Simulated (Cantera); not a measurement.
Input: 1 mol PbO, a varied amount of O2, 0.16 mol N2, equilibrated at 450 °C and 1.10 bar.

Equilibrium computed with Cantera from the NASA thermochemical tables; the gas is ideal and each condensed phase is pure. Candidate condensed phases: Pb, PbO, PbO2, Pb3O4; 12 gas species. Kinetics and transport are ignored.

x: gas mole fraction; n: condensed amount in mol.

```
n(O2) (mol)   x O2    x N2    x NO2     x NO  n PbO(red)
-----------  -----  ------  -------  -------  ----------
0.02         0.111   0.889  2.15e-7  3.58e-7        1.00
0.037          [?]     [?]      [?]      [?]        1.00
0.071        0.307   0.693  5.25e-7  5.26e-7        1.00
0.13         0.448   0.552  6.83e-7  5.67e-7        1.00
0.25           [?]     [?]  7.81e-7  5.56e-7        1.00
0.48         0.750   0.250  7.69e-7  4.94e-7        1.00
0.9          0.849   0.151  6.76e-7  4.08e-7        1.00
1.7          0.914  0.0860  5.50e-7  3.20e-7        1.00
```

**Question.** Complete the blanks.

**Answer.** 
- 0.25, x O2: 0.610
- 0.25, x N2: 0.390
- 0.037, x O2: 0.188
- 0.037, x N2: 0.812
- 0.037, x NO2: 3.47e-7
- 0.037, x NO: 4.45e-7
